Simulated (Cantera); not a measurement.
A freely propagating, adiabatic, planar premixed flame of 2.48 % C₃H₈, 16.3 % O₂, 61.3 % N₂, 19.9 % H₂O, unburnt at 325 K and 0.110 bar; multicomponent transport, grid criteria slope 0.08 and curve 0.16, no radiation.

Cantera simulation using GRI-Mech 3.0 (53 species, 325 reactions); the numbers are that mechanism's predictions, not measurements. GRI-Mech 3.0 was tuned for natural gas; its chemistry of propane as a main component is partial and can be far from experiment. Burning velocities carry a grid error of a few per cent, more on coarse grids.

x: mole fraction of selected species; z is measured from the peak of heat release.

```csv
z (mm),T (K),u (m/s),x C₃H₈,x O₂,x H₂O,x CH₂CO,x CH₄,x OH
-13.7,325,0.315,0.0248,0.163,0.199,<1e-8,1.80e-7,<1e-8
-9.15,326,0.316,0.0248,0.163,0.198,1.20e-8,2.43e-6,<1e-8
-6.86,330,0.321,0.0248,0.163,0.199,1.14e-7,1.26e-5,<1e-8
-4.57,370,0.361,0.0246,0.159,0.201,2.61e-6,0.000101,___
-2.29,665,0.659,0.0196,0.135,0.221,7.00e-5,0.000775,___
-1.14,977,0.983,0.00875,0.106,0.242,0.000276,0.00139,___
0,1274,1.30,0.000411,0.0730,0.263,0.000432,0.000861,___
1.14,1390,1.41,5.01e-7,0.0557,0.272,5.79e-5,0.000108,___
2.29,1431,1.45,<1e-8,0.0495,0.274,1.89e-6,6.91e-6,___
4.57,1484,1.49,<1e-8,0.0450,0.274,<1e-8,2.43e-8,0.00447
9.15,1543,1.55,<1e-8,0.0421,0.278,<1e-8,<1e-8,0.00450
18.3,1600,1.60,<1e-8,0.0400,0.283,<1e-8,<1e-8,___
36.6,1643,1.64,<1e-8,0.0385,0.287,<1e-8,<1e-8,___
```

Q: Complete the blanks.

A: 
- -4.57, x OH: 5.11e-8
- -2.29, x OH: 6.98e-6
- -1.14, x OH: 8.34e-5
- 0, x OH: 0.00111
- 1.14, x OH: 0.00294
- 2.29, x OH: 0.00389
- 18.3, x OH: 0.00395
- 36.6, x OH: 0.00302
